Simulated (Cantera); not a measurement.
Cu2O + H2 + H2O (hydrogen reduction and annealing atmospheres)

Charge: 1 mol Cu2O, 4.1 mol H2, 0.076 mol H2O, equilibrated at 0.0975 Torr.

Equilibrium computed with Cantera from the NASA thermochemical tables; the gas is ideal and each condensed phase is pure. Candidate condensed phases: Cu, CuO, Cu(OH)2, Cu2O, H2O; 12 gas species. Kinetics and transport are ignored.

| T (°C) | log p H2 | log p Cu | log p H2O | log p H | log p OH | log p Cu2 | n Cu(l) |
|---|---|---|---|---|---|---|---|
| 1275 | -4.08 | -4.75 | -4.54 | -6.55 | -8.49 | -8.02 | 1.33 |
| 1300 | -4.12 | -4.58 | -4.57 | -6.45 | -8.35 | -7.79 | 0.927 |
| 1325 | -4.17 | -4.41 | -4.63 | -6.36 | -8.23 | -7.56 | 0.229 |
| 1350 | -4.19 | -4.38 | -4.65 | -6.25 | -8.09 | -7.59 | 0 |
| 1375 | -4.19 | -4.38 | -4.65 | -6.14 | -7.95 | -7.68 | 0 |
| 1400 | -4.19 | -4.38 | -4.65 | -6.04 | -7.81 | -7.78 | 0 |
| 1425 | -4.19 | -4.38 | -4.65 | -5.94 | -7.68 | -7.87 | 0 |
| 1450 | -4.19 | -4.38 | -4.65 | -5.84 | -7.55 | -7.96 | 0 |
| 1475 | -4.19 | -4.38 | -4.65 | -5.74 | -7.43 | -8.04 | 0 |
| 1500 | -4.20 | -4.38 | -4.65 | -5.64 | -7.31 | -8.12 | 0 |
| 1525 | -4.20 | -4.38 | -4.65 | -5.55 | -7.19 | -8.21 | 0 |
log p: log10 of the partial pressure in bar; n: condensed amount in mol.

From 1275 °C to 1325 °C the condensed part is Cu(l). From 1350 °C to 1525 °C nothing is condensed. The main Cu-bearing gas is Cu throughout.
